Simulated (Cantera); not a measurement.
Cantera run:

```python
import numpy as np
import cantera as ct

gas_names = [...]  # 47 gases of nasa_gas.yaml made of Cl, H, N, O, Si
cond_names = """
    H2O(s) H2O(L) NH4CL(a) NH4CL(b) Si(cr) Si(L) SiO2(Lqz) SiO2(hqz) SiO2(L) Si2N2O(s) Si3N4(a)
""".split()


# ... load() reads the species with a 1 bar reference pressure and builds the phases ...
atoms = {
    'SiH2Cl2': {'Si': 1, 'H': 2, 'CL': 2},
    'N2O': {'N': 2, 'O': 1},
    'N2': {'N': 2},
}
top_T = {'Si2N2O(s)': 2100, 'Si3N4(a)': 2400}  # K; cautious upper limits of use, not melting points


# ... equilibrate(T, P, feed) seeds the gas with the atoms and calls Mixture.equilibrate('TP', solver="vcs", rtol=1e-11, max_steps=5000) ...
results = []
feed = {'SiH2Cl2': 1, 'N2O': 0.2, 'N2': 16}  # mol
T = 1898.15  # K
P = 1333.22  # Pa
mix = equilibrate(T, P, feed)
results.append((T, P, feed, dict(zip(mix.species_names, mix.species_moles))))
print(gas.report(threshold=0.001))
for i in range(1, mix.n_phases):
    print(f"{mix.phase(i).name:16s} {mix.phase_moles(i):12.5e} mol")
```

It prints:

```
       temperature   1898.2 K
          pressure   1333.2 Pa
           density   0.0025549 kg/m^3
  mean mol. weight   30.244 kg/kmol
   phase of matter   gas

                          1 kg             1 kmol
                     ---------------   ---------------
          enthalpy         1.471e+06         4.449e+07  J
   internal energy        9.4922e+05        2.8708e+07  J
           entropy            9704.7        2.9351e+05  J/K
    Gibbs function        -1.695e+07       -5.1263e+08  J
 heat capacity c_p            1210.4             36609  J/K
 heat capacity c_v            935.53             28294  J/K

                      mass frac. Y      mole frac. X     chem. pot. / RT
                     ---------------   ---------------   ---------------
                 H        4.5787e-05         0.0013738           -13.412
               HCL           0.02999          0.024878               -40
                H2         0.0027389          0.041089           -26.825
                N2           0.81367           0.87845           -31.213
             SiCL2           0.13371          0.040854            -58.76
               SiO          0.015809          0.010846           -44.675
     [  +41 minor]         0.0040353         0.0025119

Si(L)             1.07908e-02 mol
SiO2(L)           0.00000e+00 mol
Si2N2O(s)         0.00000e+00 mol
Si3N4(a)          0.00000e+00 mol
```

These are equilibrium values from Cantera (NASA tables, ideal gas, pure condensed phases), not measurements of a reactor. The tables' values for SiCl, SiCl3, SiN are old estimates; treat these amounts as uncertain.
